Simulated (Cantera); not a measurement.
What does this Cantera script print?

```python
import numpy as np
import cantera as ct

gas = ct.Solution("gri30.yaml")
gas.TPX = 675, 400000, {'CH4': 1, 'O2': 2.86, 'N2': 10.7}
inlet = ct.Reservoir(gas, clone=True)
gas.equilibrate("HP")  # start burning
reactor = ct.IdealGasConstPressureReactor(gas, energy="on", clone=False)
exhaust = ct.Reservoir(gas, clone=True)
tau = [0.17, 0.058, 0.02, 0.0066, 0.0022, 0.00074, 0.00025, 8.4e-05, 2.8e-05, 9.5e-06, 3.2e-06][0]
for a, b in ((inlet, reactor), (reactor, exhaust)):
    ct.MassFlowController(a, b, mdot=lambda t: reactor.mass / tau)
net = ct.ReactorNet([reactor])
show = ['CH4', 'O2', 'NO', 'CO2', 'CH2CO']

rows = []
print(f"{'tau/s':>10s}{'T/K':>9s}" + "".join(f"{s:>11s}" for s in show))
for tau in [0.17, 0.058, 0.02, 0.0066, 0.0022, 0.00074, 0.00025, 8.4e-05, 2.8e-05, 9.5e-06, 3.2e-06]:
    net.initial_time = 0.0
    net.advance(30 * tau)
    before = gas.X
    net.advance(40 * tau)
    drift = np.max(np.abs(gas.X - before) / (gas.X + 1e-9))
    rows.append([gas.T, *gas[show].X, drift])
    print(f"{tau:10.3e}{gas.T:9.1f}" + "".join(f"{x:11.3e}" for x in gas[show].X))
```

Result:

```
     tau/s      T/K        CH4         O2         NO        CO2      CH2CO
 1.700e-01   2124.2  8.173e-07  5.786e-02  1.720e-03  6.808e-02  2.357e-11
 5.800e-02   2125.3  2.297e-06  5.834e-02  8.027e-04  6.801e-02  8.940e-11
 2.000e-02   2124.0  6.146e-06  5.861e-02  3.567e-04  6.784e-02  4.000e-10
 6.600e-03   2118.6  1.570e-05  5.884e-02  1.710e-04  6.739e-02  2.042e-09
 2.200e-03   2106.0  3.575e-05  5.921e-02  9.983e-05  6.639e-02  9.198e-09
 7.400e-04   2081.4  7.642e-05  6.000e-02  6.585e-05  6.438e-02  3.491e-08
 2.500e-04   2038.2  1.656e-04  6.166e-02  4.391e-05  6.070e-02  1.198e-07
 8.400e-05   1966.1  4.006e-04  6.520e-02  2.737e-05  5.404e-02  4.380e-07
 2.800e-05   1831.1  1.508e-03  7.525e-02  1.075e-05  3.939e-02  3.288e-06
 9.500e-06    675.0  6.868e-02  1.964e-01  3.578e-19  1.585e-15  1.930e-18
 3.200e-06    675.0  6.868e-02  1.964e-01  2.145e-19  9.506e-16  1.157e-18
```

Model: GRI-Mech 3.0 (53 species, 325 reactions), integrated in Cantera.
